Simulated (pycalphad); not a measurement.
Computed with pycalphad from the COST 507 light-alloy database (1999), at 1 atm. The data set is of 1999 and partly superseded. Diffusion is slow at the low end, where real alloys seldom reach equilibrium.

Molar enthalpy of Ti-4.14Hf-7.35B (at.%) in equilibrium (SER reference):

```csv
T (K),H (kJ/mol),phases
2850,102.82,liquid
2700,96.05,liquid
2550,89.29,liquid
2400,82.52,liquid
2250,75.76,liquid
2100,69.00,liquid
1950,62.25,liquid
1875,58.88,liquid
1800,37.65,bcc + BM
1725,35.03,bcc + BM
1650,32.47,bcc + BM
1500,27.56,bcc + BM
1350,22.86,bcc + BM
1200,18.34,bcc + BM
1050,10.12,hcp + BM
900,5.32,hcp + BM
750,0.72,hcp + BM
600,-3.66,hcp + BM
```

Cooling from 1875 K to 1800 K, across the freezing range, releases 21.2 kJ/mol, or 420 J/g. The slope is 45 J/(mol K) in the liquid and 35 J/(mol K) just below the solidus, where it includes any heat of precipitation. Liquidus 1825 K, solidus 1815 K. Changes were sought between steps of 75 K, so a narrower field can be missed.

Database names, with the compositions (at.%) that they take in these runs: BM: Ti 50 B 50.
